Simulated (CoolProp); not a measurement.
Vapour-liquid equilibrium of n-perfluorobutane (1) + R365MFC (2) at 0.253 MPa; x and y are mole fractions of (1).

Computed with CoolProp (multi-fluid Helmholtz-energy mixture model, Gao 2022 and Lemmon 2016; pair parameters Bell 2016).

Question: Give the bubble temperature and the first vapour's composition at x = 0.25, 0.65, 0.85. Is there an azeotrope?

Answer: x = 0.25: 307.0 K, y = 0.718; x = 0.65: 299.8 K, y = 0.831; x = 0.85: 297.6 K, y = 0.902. No azeotrope shows between x = 0.05 and 0.95.

The pair parameters rest on a limited set of measurements; away from them the model extrapolates. With so large a gap from Raoult's law the liquid may split in two, which this calculation doesn't test in full.
